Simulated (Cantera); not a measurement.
A perfectly stirred reactor is fed with CH4 : H2 = 1 : 11 (molar parts), at 0.380 bar; it is held at 1575 K, and followed from long to short residence time.

Detailed kinetics in Cantera: GRI-Mech 3.0 (53 species, 325 reactions). GRI-Mech 3.0 stops at C3 and has no aromatics, soot or wall deposition, so with more carbon than oxygen in the feed, carbon stays in small species such as C2H2 where larger ones or solid carbon would form.

x: mole fraction; the columns are a selection and need not sum to one.

| τ (s) | x CH4 | x H2 | x C2H6 | x CH2 | x C2H4 | x C2H | x CH3 |
|---|---|---|---|---|---|---|---|
| 1.8 | 0.0460 | 0.937 | 5.34e-6 | 3.51e-9 | 0.000854 | 3.11e-9 | [?] |
| 0.73 | 0.0581 | 0.930 | 7.62e-6 | 4.19e-9 | 0.000621 | 2.04e-9 | [?] |
| 0.30 | 0.0688 | 0.924 | 1.00e-5 | 4.75e-9 | 0.000421 | 1.14e-9 | [?] |
| 0.12 | 0.0762 | 0.920 | 1.19e-5 | 5.11e-9 | 0.000282 | 5.28e-10 | 9.48e-5 |
| 0.048 | 0.0802 | 0.918 | 1.27e-5 | 5.23e-9 | 0.000201 | 2.11e-10 | 9.84e-5 |
| 0.019 | 0.0820 | 0.917 | 1.28e-5 | 5.14e-9 | 0.000145 | 7.03e-11 | 9.87e-5 |
| 0.0077 | 0.0828 | 0.917 | 1.19e-5 | 4.76e-9 | 9.27e-5 | 1.84e-11 | 9.54e-5 |
| 0.0031 | 0.0831 | 0.917 | 9.55e-6 | 3.89e-9 | 4.30e-5 | 2.94e-12 | [?] |
| 0.0012 | 0.0832 | 0.917 | 5.32e-6 | 2.30e-9 | 1.05e-5 | <1e-12 | [?] |
| 0.00050 | 0.0833 | 0.917 | 1.61e-6 | 8.51e-10 | 1.31e-6 | <1e-12 | [?] |
| 0.00020 | 0.0833 | 0.917 | 2.12e-7 | 1.81e-10 | 8.56e-8 | <1e-12 | [?] |

Task: Complete the blanks.

Result: 
- 1.8, x CH3: 6.07e-5
- 0.73, x CH3: 7.47e-5
- 0.30, x CH3: 8.68e-5
- 0.0031, x CH3: 8.63e-5
- 0.0012, x CH3: 6.63e-5
- 0.00050, x CH3: 4.01e-5
- 0.00020, x CH3: 1.85e-5
